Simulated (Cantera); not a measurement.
Charge: 1 mol SiCl4, 4.8 mol N2, 0.0054 mol Cl2, held at 1473.15 K and 110000 Pa.

Method: chemical equilibrium by Gibbs-energy minimisation in Cantera with the NASA 1993 tables (ideal gas, pure condensed phases). Candidate condensed phases: Si, Si3N4; 13 gas species. The tables' values for SiCl3 are old estimates; treat these amounts as uncertain. Rates play no part.

Base state: N2 0.826, SiCl4 0.172, Cl 0.00103, Cl2 0.000493, SiCl3 0.000154 (mole fractions); condensed: gas only.

What changes in the equilibrium state with this change: temperature from 1473.15 K to 1598 K?


| species | before | after |
|---|---|---|
| N2 | 0.826 | 0.826 |
| SiCl4 | 0.172 | 0.171 |
| Cl | 0.00103 | 0.00204 |
| SiCl3 | 0.000154 | 0.000938 |
| SiCl2 | 4.70e-7 | 1.27e-5 |
| Cl2 | 0.000493 | 0.000389 |

What changes in the equilibrium state with this change: 0.13 mol H2O added?


| species | before | after |
|---|---|---|
| N2 | 0.826 | 0.799 |
| SiCl4 | 0.172 | 0.156 |
| HCl | 0 | 0.0433 |
| SiCl3 | 0.000154 | 0.000142 |
| Cl2 | 0.000493 | 0.000469 |
| Cl | 0.00103 | 0.00100 |
| SiO2(β-quartz), mol | 0 | 0.0650 |
The tables hold silica as quartz up to 1696 K and as liquid above; real silica turns to tridymite and cristobalite and melts near 1996 K. Further candidate phases: H2O, NH4Cl, SiO2, Si2N2O.

What changes in the equilibrium state with this change: temperature from 1473.15 K to 1000 K?


| species | before | after |
|---|---|---|
| N2 | 0.826 | 0.827 |
| SiCl4 | 0.172 | 0.172 |
| Cl2 | 0.000493 | 0.000925 |
| Cl | 0.00103 | 1.13e-5 |
| SiCl3 | 0.000154 | 3.60e-9 |
